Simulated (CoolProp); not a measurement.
Carbon dioxide along the isotherm 221.6 K: Z from the reference equation and from simpler models built on Tc = 304.1 K, pc = 73.77 bar, ω = 0.224; each cubic takes its own stable root.

The numbers come from the reference Helmholtz-energy equation of state, Span 1996 in CoolProp.

| p (bar) | phase | reference | van der Waals | Soave-Redlich-Kwong | Peng-Robinson |
|---|---|---|---|---|---|
| 2.33 | gas | 0.9683 | 0.9799 | 0.9711 | 0.9696 |
| 4.15 | gas | 0.9420 | 0.9637 | 0.9475 | 0.9447 |
| 7.38 | liquid | 0.01519 | 0.9336 | 0.01651 | 0.01457 |
| 13.1 | liquid | 0.02693 | (withheld) | (withheld) | 0.02582 |
| 23.3 | liquid | 0.04781 | 0.07763 | (withheld) | (withheld) |
| 41.5 | liquid | (withheld) | 0.1365 | 0.09191 | 0.08121 |
| 73.8 | liquid | (withheld) | (withheld) | 0.1620 | 0.1433 |
| 131 | liquid | 0.2638 | (withheld) | 0.2836 | 0.2513 |

### Question
Some entries are withheld; supply them.

### Answer

- 13.1, van der Waals: 0.8748
- 13.1, Soave-Redlich-Kwong: 0.02926
- 23.3, Soave-Redlich-Kwong: 0.05187
- 23.3, Peng-Robinson: 0.04580
- 41.5, reference: 0.08486
- 73.8, reference: 0.1500
- 73.8, van der Waals: 0.2383
- 131, van der Waals: 0.4120

At some of these states van der Waals gives the other phase, because its saturation line lies elsewhere.
